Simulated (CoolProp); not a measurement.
A single-stage vapour-compression cycle with propane: evaporating at 196.15 K (dew point), condensing at 264.15 K (bubble point), superheat 0 K, subcooling 2 K, compressor efficiency 0.85, no pressure losses. Each further row changes one setting.

Computed with CoolProp (reference Helmholtz-energy equation of state, Lemmon 2009).

```
case                              cooling COP  pressure ratio  discharge temperature (K)  refrigerating effect (kJ/kg)  volumetric capacity (kJ/m³)
--------------------------------  -----------  --------------  -------------------------  ----------------------------  ---------------------------
as stated                                1.88            22.5                      313.1                           311                          135
evaporating temperature 201.15 K         2.14            16.5                      307.0                           317                          183
condensing temperature 259.15 K          2.09            19.0                      306.4                           323                          140
subcooling 7 K                           1.96            22.5                      313.1                           323                          140
superheat 10 K                           1.87            22.5                      324.4                           324                          133
compressor efficiency 0.75               1.66            22.5                      325.1                           311                          135
```
